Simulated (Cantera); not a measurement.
What does this Cantera script print?

```python
import numpy as np
import cantera as ct

gas_names = """
    H HNO HNO2 HNO3 HO2 H2 H2O H2O2 N NH NH2 NH3 NH2OH NO NO2 NO3 N2 N2H2 N2H4 N2O O OH O2 O3 Si SiH
    SiH2 SiH3 SiH4 SiN SiO SiO2 Si2 Si2N Si3
""".split()
cond_names = """
    H2O(s) H2O(L) Si(cr) Si(L) SiO2(Lqz) SiO2(hqz) SiO2(L) Si2N2O(s) Si3N4(a)
""".split()


# ... load() reads the species with a 1 bar reference pressure and builds the phases ...
atoms = {
    'Si2H6': {'Si': 2, 'H': 6},
    'N2O': {'N': 2, 'O': 1},
    'H2': {'H': 2},
}
top_T = {'Si2N2O(s)': 2100, 'Si3N4(a)': 2400}  # K; cautious upper limits of use, not melting points


# ... equilibrate(T, P, feed) seeds the gas with the atoms and calls Mixture.equilibrate('TP', solver="vcs", rtol=1e-11, max_steps=5000) ...
results = []
feed = {'Si2H6': 1, 'N2O': 4.8, 'H2': 2.8}  # mol
T = 1425  # K
P = 19000  # Pa
mix = equilibrate(T, P, feed)
results.append((T, P, feed, dict(zip(mix.species_names, mix.species_moles))))
x = sorted(zip(gas.X, gas.species_names), reverse=True)
print(f"T = {T:g} K  P = {P:g} Pa  gas = {mix.phase_moles(0):.4g} mol")
print("   x: " + "  ".join(f"{s} {v:.3e}" for v, s in x if v > 1e-05))
print("   condensed (mol): " + ("  ".join(f"{mix.phase(i).name} {mix.phase_moles(i):.4g}"
      for i in range(1, mix.n_phases) if mix.phase_moles(i) > 1e-12) or "none"))
```

Output:

```
T = 1425 K  P = 19000 Pa  gas = 10.6 mol
   x: H2 4.717e-01  N2 4.528e-01  H2O 7.547e-02  H 1.075e-05
   condensed (mol): SiO2(hqz) 2
```

Method: chemical equilibrium by Gibbs-energy minimisation in Cantera with the NASA 1993 tables (ideal gas, pure condensed phases). The feed counts by its element totals alone. The tables hold silica as quartz up to 1696 K and as liquid above; real silica turns to tridymite and cristobalite and melts near 1996 K. Gases not in the tables: Si(OH)4.
